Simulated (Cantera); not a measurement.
A perfectly stirred reactor is fed with 4.75 % CH4, 0.218 % H2, 20.0 % O2, 75.0 % N2, at 473 Torr; it is adiabatic with a 475 K inlet, and is followed from long to short residence time, starting on the burning branch (τ in s: 0.024, 0.013, 0.0072, 0.0039, 0.0021, 0.0012, 0.00063, 0.00034, 0.00019, 0.0001, 5.5e-05, 3e-05, 1.6e-05).

Cantera simulation using GRI-Mech 3.0 (53 species, 325 reactions); the numbers are that mechanism's predictions, not measurements.

Q: Predict: blow-out, bracketed by the residence times tried; x(CH4) at τ = 24.0 ms; x(H2) at τ = 24.0 ms; x(O2) at τ = 24.0 ms; x(H) at τ = 24.0 ms; x(CH2O) at τ = 24.0 ms; x(CH4) at τ = 0.630 ms; x(H2) at τ = 0.630 ms; x(O2) at τ = 0.630 ms; x(H) at τ = 0.630 ms; x(CH2O) at τ = 0.630 ms.

A: 
| Item | Result |
|---|---|
| blow-out, bracketed by the residence times tried | burning at 0.630 ms, out at 0.340 ms |
| x(CH4) at τ = 24.0 ms | 5.29e-5 |
| x(H2) at τ = 24.0 ms | 0.000218 |
| x(O2) at τ = 24.0 ms | 0.104 |
| x(H) at τ = 24.0 ms | 7.28e-5 |
| x(CH2O) at τ = 24.0 ms | 5.21e-6 |
| x(CH4) at τ = 0.630 ms | 0.00116 |
| x(H2) at τ = 0.630 ms | 0.00212 |
| x(O2) at τ = 0.630 ms | 0.113 |
| x(H) at τ = 0.630 ms | 0.000953 |
| x(CH2O) at τ = 0.630 ms | 9.23e-5 |
